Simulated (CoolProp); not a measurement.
Properties of tetrahydrofuran along the isobar 6.47 MPa (Tc = 267.0 °C, pc = 5.304 MPa, ω = 0.234).

Computed with CoolProp (reference Helmholtz-energy equation of state, Fiedler 2023).

```csv
T (°C),phase,cp (kJ/(kg K)),speed of sound (m/s),fugacity coefficient
140.35,liquid,2.189,818.1,0.1131
144.25,liquid,2.208,802.6,0.1215
148.15,liquid,2.226,787.2,0.1304
152.05,liquid,2.245,771.7,0.1396
155.85,liquid,2.264,756.6,0.1489
159.75,liquid,2.283,741.2,0.1589
163.65,liquid,2.303,725.7,0.1693
167.55,liquid,2.323,710.2,0.1801
171.45,liquid,2.344,694.6,0.1912
175.35,liquid,2.365,679.0,0.2028
179.25,liquid,2.387,663.4,0.2147
183.15,liquid,2.409,647.6,0.2270
187.05,liquid,2.432,631.8,0.2397
190.85,liquid,2.455,616.2,0.2524
194.75,liquid,2.480,600.2,0.2658
198.65,liquid,2.506,584.0,0.2796
```
